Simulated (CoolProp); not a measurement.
The numbers come from the reference Helmholtz-energy equation of state, Wu 2011 in CoolProp.

Task: For dimethyl ether, give the phase and the cp (kJ/(kg K)), cv (kJ/(kg K)) at 238 K and 101 kPa; 258.8 K and 101 kPa; 274.4 K and 101 kPa.

Result: 
- 238 K and 101 kPa: liquid; cp 2.21, cv 1.47
- 258.8 K and 101 kPa: gas; cp 1.40, cv 1.18
- 274.4 K and 101 kPa: gas; cp 1.42, cv 1.21
